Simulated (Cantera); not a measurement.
Charge: 1 mol Ti, 50 mol H₂, 0.58 mol C₃H₈, equilibrated at 100 Torr.

Method: chemical equilibrium by Gibbs-energy minimisation in Cantera with the NASA 1993 tables (ideal gas, pure condensed phases). Candidate condensed phases: C, C₆H₆, C₇H₈, C₈H₁₈, Ti, TiC; 77 gas species. TiC: taken at fixed stoichiometry. Equilibrium is a limit: real reactors are often held back by kinetics, nucleation or transport. All values below are at 1200 °C.

Base state: H₂ 1.000, CH₄ 0.000391, H 3.46e-5 (mole fractions); condensed: C(graphite) + TiC(s).

Task: What changes in the equilibrium state with this change: Ti replaced by Ti(OiPr)₄?

Result: 
| species | before | after |
|---|---|---|
| H₂ | 1.000 | 0.943 |
| CO | 0 | 0.0569 |
| CH₄ | 0.000391 | 0.000348 |
| H₂O | 0 | 1.50e-5 |
| H | 3.46e-5 | 3.36e-5 |
| C(graphite), mol | 0.719 | 8.72 |
| TiC(s), mol | 1.00 | 1.00 |
The feed counts by its element totals alone. Further candidate phases: H₂O, TiO, TiO₂, Ti₂O₃, Ti₃O₅, Ti₄O₇.
